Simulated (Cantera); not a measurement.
Input: 1 mol FeCl2, 0.8 mol H2, held at 13300 Pa.

These are equilibrium values from Cantera (NASA tables, ideal gas, pure condensed phases), not measurements of a reactor. Candidate condensed phases: Fe, FeCl2, FeCl3; 11 gas species. Kinetics and transport are ignored.

Task: Which condensed phases are stable at each of these points (T (°C)): 975, 1075, 1175, 1275, 1375, 1475, 1575, 1675?

Result: 
```tsv
T (°C)	condensed phases	Fe condensed (%)
975	Fe(γ)	38.2
1075	Fe(γ)	35.7
1175	Fe(γ)	33.6
1275	Fe(γ)	31.7
1375	Fe(γ)	30.2
1475	Fe(δ)	28.9
1575	Fe(l)	28.0
1675	Fe(l)	27.4
```

From 975 °C to 1375 °C the condensed part is Fe(γ). At 1475 °C the condensed part is Fe(δ). From 1575 °C to 1675 °C the condensed part is Fe(l).
